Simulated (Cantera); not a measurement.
An adiabatic, constant-volume homogeneous reactor starts with CO : H2 : CH4 : O2 : N2 = 1 : 1 : 0.11 : 1.79 : 12.9 (molar parts), equivalence ratio 0.68, at 1200 K and 760 Torr. Integrator tolerance rtol = 1e-08.

Model: GRI-Mech 3.0 (53 species, 325 reactions), integrated in Cantera.

What does this change do: initial temperature 1200 to 1350 K?


```tsv
quantity	before	after
time of steepest temperature rise	0.113 ms	53.0 µs
temperature at 2.00 s	2378 K	2462 K
equilibrium temperature	2378 K	2462 K
x(CO) at 2.00 s	0.00483 (gas-phase equilibrium 0.00483)	0.00769 (gas-phase equilibrium 0.00769)
x(H2) at 2.00 s	0.000936 (gas-phase equilibrium 0.000936)	0.00146 (gas-phase equilibrium 0.00146)
x(CH4) at 2.00 s	<1e-12 (gas-phase equilibrium <1e-12)	<1e-12 (gas-phase equilibrium <1e-12)
x(CH2) at 2.00 s	<1e-12 (gas-phase equilibrium <1e-12)	<1e-12 (gas-phase equilibrium <1e-12)
x(H2O) at 2.00 s	0.0735 (gas-phase equilibrium 0.0735)	0.0719 (gas-phase equilibrium 0.0719)
```

What does this change do: 1.6 parts H2O added?


```csv
quantity,before,after
time of steepest temperature rise,0.113 ms,0.146 ms
temperature at 2.00 s,2378 K,2262 K
equilibrium temperature,2378 K,2262 K
x(CO) at 2.00 s,0.00483 (gas-phase equilibrium 0.00483),0.00238 (gas-phase equilibrium 0.00238)
x(H2) at 2.00 s,0.000936 (gas-phase equilibrium 0.000936),0.00112 (gas-phase equilibrium 0.00112)
x(CH4) at 2.00 s,<1e-12 (gas-phase equilibrium <1e-12),<1e-12 (gas-phase equilibrium <1e-12)
x(CH2) at 2.00 s,<1e-12 (gas-phase equilibrium <1e-12),<1e-12 (gas-phase equilibrium <1e-12)
x(H2O) at 2.00 s,0.0735 (gas-phase equilibrium 0.0735),0.158 (gas-phase equilibrium 0.158)
```
